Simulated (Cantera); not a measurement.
Input: 1 mol CaCO₃, 2.4 mol H₂O, 0.27 mol H₂, at 800 K and 0.100 bar.

These are equilibrium values from Cantera (NASA tables, ideal gas, pure condensed phases), not measurements of a reactor. Candidate condensed phases: C, C₆H₆, C₇H₈, C₈H₁₈, Ca, CaCO₃, CaO, Ca(OH)₂, H₂O; 115 gas species. Rates play no part.

Base state: H₂O 0.896, H₂ 0.101, CO₂ 0.00311, CO 8.28e-5 (mole fractions); condensed: CaCO₃(calcite) + CaO(s).

Task: What changes in the equilibrium state with this change: temperature from 800 K to 1725 K?

Result: 
| species | before | after |
|---|---|---|
| H₂O | 0.896 | 0.694 |
| CO₂ | 0.00311 | 0.233 |
| CO | 8.28e-5 | 0.0398 |
| H₂ | 0.101 | 0.0337 |
| OH | <1e-9 | 0.000122 |
| H | <1e-9 | 0.000108 |
| CaCO₃(calcite), mol | 0.991 | 0 |
| CaO(s), mol | 0.00855 | 1.000 |
